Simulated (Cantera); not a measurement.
An isothermal, constant-pressure homogeneous reactor starts with 1.58 % H₂, 25.9 % O₂, 72.5 % N₂, equivalence ratio 0.030, at 975 K and 1330 Pa.

Detailed kinetics in Cantera: the H2/O2 subset of GRI-Mech 3.0, which has no nitrogen chemistry. Radical loss at walls, strong at low pressure, is not modelled.

x: mole fraction; the columns are a selection and need not sum to one.

```
t (s)       x H₂   x O₂     x H₂O       x O      x OH    x H₂O₂
-------  -------  -----  --------  --------  --------  --------
0.00100   0.0158  0.259  8.48e-12  1.17e-11  7.00e-12    <1e-12
0.00269   0.0158  0.259  1.24e-10  9.49e-11  4.45e-11    <1e-12
0.00725   0.0158  0.259   6.82e-9   3.93e-9   1.73e-9    <1e-12
0.0195    0.0157  0.259   9.19e-5   5.13e-5   2.26e-5  4.77e-10
0.0525       ___  0.250       ___       ___       ___       ___
0.141    8.71e-5  0.252    0.0156   0.00136  0.000196   2.47e-8
0.381    1.39e-5  0.253    0.0159  0.000228   7.32e-5   2.07e-8
1.02     1.83e-6  0.253    0.0159   3.19e-5   2.71e-5   1.33e-8
2.76     2.57e-7  0.253    0.0159   5.01e-6   1.08e-5   6.19e-9
7.43         ___  0.253    0.0159       ___       ___       ___
20.0     9.97e-9  0.253    0.0159   2.45e-7   2.40e-6  8.51e-10
```

Some entries are withheld; supply them.


- 0.0525, x H₂: 0.000376
- 0.0525, x H₂O: 0.0141
- 0.0525, x O: 0.00439
- 0.0525, x OH: 0.000442
- 0.0525, x H₂O₂: 2.91e-8
- 7.43, x H₂: 4.47e-8
- 7.43, x O: 9.91e-7
- 7.43, x OH: 4.83e-6
- 7.43, x H₂O₂: 2.37e-9
